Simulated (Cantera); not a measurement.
Feed: 1 mol MgF2, 0.26 mol N2, held at 0.290 bar.

Equilibrium computed with Cantera from the NASA thermochemical tables; the gas is ideal and each condensed phase is pure. Candidate condensed phases: Mg, MgF2; 13 gas species. Kinetics and transport are ignored. All values below are at 2098 K.

Base state: N2 0.786, MgF2 0.214, Mg2F4 0.000249, F 0.000148, MgF 0.000147 (mole fractions); condensed: MgF2(l).

What changes in the equilibrium state with this change: pressure from 0.290 bar to 13.3 mbar?


```
species         before     after
------------  --------  --------
MgF2             0.214     0.791
N2               0.786     0.206
F             0.000148   0.00134
Mg             8.08e-7   1.73e-5
MgF           0.000147   0.00131
Mg2F4         0.000249  0.000157
MgF2(l), mol     0.929         0
```
